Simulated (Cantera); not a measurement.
Feed: 1 mol SiH4, 0.24 mol NO, at 87000 Pa.

Cantera equilibrium calculation (NASA polynomials, part measured and part estimated; ideal gas, pure solids and liquids). Candidate condensed phases: H2O, Si, SiO2, Si2N2O, Si3N4; 35 gas species. Mutual solubility and eutectic melting of coexisting phases are not modelled. Gases not in the tables: Si2H6 and higher silanes. Equilibrium is a limit: real reactors are often held back by kinetics, nucleation or transport. All values below are at 2000 K.

Base state: H2 0.910, SiO 0.0715, N2 0.0169, H 0.00166, SiH2 9.66e-5, Si 5.00e-5, H2O 3.90e-5, SiH 3.02e-5 (mole fractions); condensed: Si(l) + Si2N2O(s).

Question: What changes in the equilibrium state with this change: pressure from 87000 Pa to 1600 Pa?

Answer: 
```tsv
species	before	after
H2	0.910	0.834
SiO	0.0715	0.101
N2	0.0169	0.0504
H	0.00166	0.0117
Si2	5.19e-7	2.82e-5
Si	5.00e-5	0.00272
H2O	3.90e-5	9.28e-7
Si2N	2.07e-6	2.64e-5
Si(l), mol	0.677	0.752
Si2N2O(s), mol	0.0830	0
```
The tables' values for SiN are old estimates; treat these amounts as uncertain.
